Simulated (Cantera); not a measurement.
Input: 1 mol SiCl4, 1.7 mol CH4, 3 mol H2, equilibrated at 39.0 Torr.

Equilibrium computed with Cantera from the NASA thermochemical tables; the gas is ideal and each condensed phase is pure. Candidate condensed phases: C, C6H6, C7H8, C8H18, Si, SiC; 109 gas species. The tables' values for SiCl, SiCl3 are old estimates; treat these amounts as uncertain. Gases not in the tables: Si2H6 and higher silanes. Equilibrium is a limit: real reactors are often held back by kinetics, nucleation or transport. All values below are at 2298 K.

Base state: H2 0.553, HCl 0.341, SiCl2 0.0526, H 0.0312, Cl 0.0139, Si 0.00251, C2H2 (acetylene) 0.00237, SiCl 0.00223 (mole fractions); condensed: C(graphite) + SiC(s).

Problem. What changes in the equilibrium state with this change: SiCl4 replaced by SiHCl3?

Solution. 
```csv
species,before,after
H2,0.553,0.643
HCl,0.341,0.276
H,0.0312,0.0337
SiCl2,0.0526,0.0297
Cl,0.0139,0.0104
SiCl3,0.000510,0.000216
SiCl,0.00223,0.00168
C2HCl,1.17e-5,9.47e-6
C2H2 (acetylene),0.00237,0.00275
"C(graphite), mol",1.16,0.947
"SiC(s), mol",0.492,0.698
```
